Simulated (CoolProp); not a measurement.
Values from CoolProp's reference Helmholtz-energy equation of state, Lemmon 2000. It is a pseudo-pure fit of the blend.

Question: For dry air, give the phase and the cv (kJ/(kg K)), speed of sound (m/s), Joule-Thomson coefficient (K/MPa), Prandtl number at 337.2 K and 2390 kPa; 193 K and 16800 kPa; 183.8 K and 485 kPa.

Answer: 
- 337.2 K and 2390 kPa: gas; cv 0.724, speed of sound 372, Joule-Thomson coefficient 1.59, Prandtl number 0.716
- 193 K and 16800 kPa: supercritical; cv 0.819, speed of sound 364, Joule-Thomson coefficient 1.27, Prandtl number 1.14
- 183.8 K and 485 kPa: gas; cv 0.721, speed of sound 270, Joule-Thomson coefficient 5.60, Prandtl number 0.741

Viscosity comes from a separate model (Lemmon 2004). Thermal conductivity comes from a separate model (Lemmon 2004).
